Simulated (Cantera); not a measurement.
## Reactions in the system Ca-O-S

Cantera with NASA thermochemical tables; ideal gases at 1 bar, condensed phases pure. Values are per mole of reaction as written; species without (g) are pure solids or liquids, kept so even where they would boil at 1 bar.

CaO + S → O(g) + CaS

```
T (K)  ΔH° (kJ)  ΔS° (J/K)  ΔG° (kJ)  log10 K      condensed phases
-----  --------  ---------  --------  -------  --------------------
300       411.1      147.4     366.8   -63.87  CaO(s), S(s), CaS(s)
600       405.8      135.6     324.4   -28.24  CaO(s), S(l), CaS(s)
650       405.2      134.7     317.7   -25.53  CaO(s), S(l), CaS(s)
700       404.7      133.9     310.9   -23.20  CaO(s), S(l), CaS(s)
750       404.3      133.3     304.3   -21.19  CaO(s), S(l), CaS(s)
800       403.8      132.8     297.6   -19.43  CaO(s), S(l), CaS(s)
```
